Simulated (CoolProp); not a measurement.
Vapour-liquid equilibrium of R125 (1) + R227EA (2) at 201.1 K; x and y are mole fractions of (1).

The numbers come from the multi-fluid Helmholtz-energy mixture model, Lemmon 2005 and Lemmon 2016; pair parameters Bell 2016 in CoolProp.

| x | bubble pressure (kPa) | y at the bubble point | dew pressure at overall composition x (kPa) | liquid density (mol/L) |
|---|---|---|---|---|
| 0.05 | 5.094 | 0.260 | 4.140 | 10.26 |
| 0.2 | 8.527 | 0.627 | 4.779 | 10.66 |
| 0.35 | 11.96 | 0.783 | 5.653 | 11.08 |
| 0.5 | 15.35 | 0.869 | 6.917 | 11.54 |
| 0.65 | 18.68 | 0.924 | 8.911 | 12.02 |
| 0.8 | 21.98 | 0.962 | 12.52 | 12.54 |
| 0.95 | 25.29 | 0.992 | 20.84 | 13.11 |

No azeotrope shows between x = 0.05 and 0.95.

Pair parameters are fitted to limited data, so mixtures are less certain than the pure fluids.
